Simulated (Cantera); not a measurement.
Feed: 1 mol B, 7.6 mol H2O, equilibrated at 2025 K and 11.3 Torr.

Cantera equilibrium calculation (NASA polynomials, part measured and part estimated; ideal gas, pure solids and liquids). Candidate condensed phases: B, B2O3, B3O3H3, H2O; 23 gas species. The numbers say what is thermodynamically allowed, not how fast it happens.

Base state: H2O 0.687, H2 0.183, HBO2 0.118, H 0.00671, OH 0.00264, B2O3 0.00219, BO2 0.000546, HBO 0.000189 (mole fractions); condensed: gas only.

Question: What changes in the equilibrium state with this change: temperature from 2025 K to 1100 K?

Answer: 
```
species         before    after
------------  --------  -------
H2O              0.687    0.800
H2               0.183    0.197
(HBO2)3        1.73e-9  0.00153
HBO2             0.118  0.00127
OH             0.00264  1.69e-9
BO2           0.000546    <1e-9
B2O3           0.00219  1.71e-8
B2O3(l), mol         0    0.478
```
Gases not in the tables: H3BO3.
